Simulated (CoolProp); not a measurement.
Vapour pressure (bar) of carbon dioxide: the reference equation beside estimates from Tc = 304.1 K, pc = 73.77 bar, ω = 0.224.

Values from CoolProp's reference Helmholtz-energy equation of state, Span 1996.

```tsv
T (K)	reference	Lee-Kesler	van der Waals	Redlich-Kwong	Soave-Redlich-Kwong	Peng-Robinson
237.6	11.79	11.79	25.32	___	11.83	11.69
243.7	14.54	14.52	28.50	18.36	14.60	14.42
249.7	17.68	17.64	31.85	21.76	17.77	17.54
255.7	21.29	21.22	35.45	25.57	21.42	21.14
261.8	25.48	25.39	39.36	29.89	25.66	25.35
267.8	30.17	30.04	43.45	34.59	30.41	30.05
273.9	35.55	35.40	47.87	39.85	35.86	35.48
279.9	41.50	___	52.48	45.52	41.88	41.49
286	48.29	48.14	57.43	51.80	48.72	48.36
292	55.76	55.66	62.56	58.52	___	55.89
```

Q: Complete the blanks.

A: 
- 237.6, Redlich-Kwong: 15.29
- 279.9, Lee-Kesler: 41.34
- 292, Soave-Redlich-Kwong: 56.20

Absolute difference from the reference over all 10 rows, mean and median: Lee-Kesler 0.3 and 0.3 %, van der Waals 54.8 and 49.2 %, Redlich-Kwong 16.5 and 16.0 %, Soave-Redlich-Kwong 0.7 and 0.7 %, Peng-Robinson 0.5 and 0.5 %.
